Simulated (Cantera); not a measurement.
A perfectly stirred reactor is fed with CH4 : H2 = 1 : 14 (molar parts), at 5.10 Torr; it is held at 1825 K, and followed from long to short residence time.

Detailed kinetics in Cantera: GRI-Mech 3.0 (53 species, 325 reactions). GRI-Mech 3.0 stops at C3 and has no aromatics, soot or wall deposition, so with more carbon than oxygen in the feed, carbon stays in small species such as C2H2 where larger ones or solid carbon would form. Radical loss at walls, strong at low pressure, is not modelled.

What does this change do: CH4 1 to 4.3 parts?


```
quantity                 before    after
----------------------  -------  -------
x(CH4) at τ = 12.0 s    0.00359  0.00680
x(H2) at τ = 12.0 s       0.963    0.897
x(C2H2) at τ = 12.0 s    0.0293   0.0919
x(CH2) at τ = 12.0 s    1.38e-6  2.20e-6
x(C2H6) at τ = 12.0 s   7.39e-8  2.56e-7
x(CH4) at τ = 0.160 s    0.0390   0.0904
x(H2) at τ = 0.160 s      0.945    0.847
x(C2H2) at τ = 0.160 s   0.0119   0.0557
x(CH2) at τ = 0.160 s   3.31e-6  5.38e-6
x(C2H6) at τ = 0.160 s  4.09e-6  2.04e-5
```
